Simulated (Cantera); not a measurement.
A perfectly stirred reactor is fed with 9.21 % H₂, 65.8 % O₂, 25.0 % N₂, at 1.13 Torr; it is held at 1423 K, and followed from long to short residence time.

Model: GRI-Mech 3.0 (53 species, 325 reactions), integrated in Cantera. Radical loss at walls, strong at low pressure, is not modelled. The temperature is held fixed by assumption; the heat of reaction is taken as removed at once.

x: mole fraction; the columns are a selection and need not sum to one.

```
τ (s)      x H₂   x O₂      x NO     x H     x N₂O    x HO₂     x NO₂
------  -------  -----  --------  ------  --------  -------  --------
0.68    0.00301  0.596       ___  0.0162  3.25e-10  2.72e-7  1.11e-12
0.34    0.00328  0.593       ___  0.0179  3.10e-10  2.73e-7    <1e-12
0.17    0.00359  0.591       ___  0.0189  2.96e-10  2.74e-7    <1e-12
0.082   0.00410  0.591       ___  0.0196  2.77e-10  2.75e-7    <1e-12
0.041   0.00501  0.592       ___  0.0201  2.48e-10  2.76e-7    <1e-12
0.020   0.00680  0.594       ___  0.0206  2.04e-10  2.77e-7    <1e-12
0.010    0.0101  0.597       ___  0.0209  1.50e-10  2.78e-7    <1e-12
0.0050   0.0162  0.603       ___  0.0206  9.31e-11  2.74e-7    <1e-12
0.0025   0.0271  0.612       ___  0.0187  4.68e-11  2.62e-7    <1e-12
0.0012   0.0479  0.627  3.07e-10  0.0135  1.58e-11  2.31e-7    <1e-12
```

Some entries are withheld; supply them.


- 0.68, x NO: 5.36e-7
- 0.34, x NO: 3.11e-7
- 0.17, x NO: 1.68e-7
- 0.082, x NO: 8.41e-8
- 0.041, x NO: 4.22e-8
- 0.020, x NO: 2.00e-8
- 0.010, x NO: 9.32e-9
- 0.0050, x NO: 3.98e-9
- 0.0025, x NO: 1.43e-9
